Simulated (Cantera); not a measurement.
Charge: 1 mol HBr, 1.2 mol O2, 1.8 mol H2, at 45.0 bar.

Equilibrium computed with Cantera from the NASA thermochemical tables; the gas is ideal and each condensed phase is pure. Candidate condensed phases: Br2, H2O; 25 gas species. Ions and electrons are included (thermal ionisation). The ideal-gas law is rough above about 30 bar. The numbers say what is thermodynamically allowed, not how fast it happens. All values below are at 2727 °C.

Base state: H2O 0.590, Br 0.152, HBr 0.145, O2 0.0504, OH 0.0348, H2 0.0175, O 0.00379, Br2 0.00345 (mole fractions); condensed: gas only.

Question: What changes in the equilibrium state with this change: pressure from 45.0 bar to 10.0 mbar?

Answer: 
```csv
species,before,after
H,0.00312,0.434
O,0.00379,0.211
Br,0.152,0.150
H2O,0.590,0.0313
HBr,0.145,0.00446
H2,0.0175,0.0754
OH,0.0348,0.0598
O2,0.0504,0.0346
Br2,0.00345,7.52e-7
H2O2,1.57e-5,1.03e-8
HO2,9.17e-5,1.95e-6
```
